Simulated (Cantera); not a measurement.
A perfectly stirred reactor is fed with CH4 : O2 : N2 = 1 : 1.54 : 5.78 (molar parts), at 0.930 bar; it is adiabatic with a 525 K inlet, and is followed from long to short residence time, starting on the burning branch (τ in s: 0.073, 0.032, 0.014, 0.0062, 0.0027, 0.0012, 0.00052, 0.00023, 9.9e-05, 4.3e-05).

Computed with Cantera and GRI-Mech 3.0 (53 species, 325 reactions).

Question: What does this change do: pressure from 0.930 bar to 11.0 bar?

Answer: 
```json
[
 {"quantity": "blow-out, bracketed by the residence times tried", "before": "burning at 0.230 ms, out at 99.0 µs", "after": "burning at 99.0 µs, out at 43.0 µs"},
 {"quantity": "x(CH4) at τ = 73.0 ms", "before": "1.75e-5", "after": "4.58e-5"},
 {"quantity": "x(O2) at τ = 73.0 ms", "before": "0.000172", "after": "2.88e-5"},
 {"quantity": "x(OH) at τ = 73.0 ms", "before": "0.00147", "after": "0.000285"},
 {"quantity": "x(N2O) at τ = 73.0 ms", "before": "1.68e-8", "after": "1.14e-8"},
 {"quantity": "x(HCN) at τ = 73.0 ms", "before": "5.06e-6", "after": "2.35e-6"},
 {"quantity": "x(CH4) at τ = 1.20 ms", "before": "0.000178", "after": "0.000984"},
 {"quantity": "x(O2) at τ = 1.20 ms", "before": "0.00218", "after": "0.00104"},
 {"quantity": "x(OH) at τ = 1.20 ms", "before": "0.00397", "after": "0.000434"},
 {"quantity": "x(N2O) at τ = 1.20 ms", "before": "5.07e-8", "after": "6.14e-8"},
 {"quantity": "x(HCN) at τ = 1.20 ms", "before": "3.33e-5", "after": "7.34e-5"}
]
```

Question: What does this change do: inlet temperature 525 to 375 K?

Answer: 
```
quantity                                                                       before                                after
------------------------------------------------  -----------------------------------  -----------------------------------
blow-out, bracketed by the residence times tried  burning at 0.230 ms, out at 99.0 µs  burning at 0.230 ms, out at 99.0 µs
x(CH4) at τ = 73.0 ms                                                         1.75e-5                              3.11e-5
x(O2) at τ = 73.0 ms                                                         0.000172                             0.000145
x(OH) at τ = 73.0 ms                                                          0.00147                              0.00100
x(N2O) at τ = 73.0 ms                                                         1.68e-8                              1.47e-8
x(HCN) at τ = 73.0 ms                                                         5.06e-6                              8.20e-6
x(CH4) at τ = 1.20 ms                                                        0.000178                             0.000274
x(O2) at τ = 1.20 ms                                                          0.00218                              0.00222
x(OH) at τ = 1.20 ms                                                          0.00397                              0.00284
x(N2O) at τ = 1.20 ms                                                         5.07e-8                              5.55e-8
x(HCN) at τ = 1.20 ms                                                         3.33e-5                              5.28e-5
```
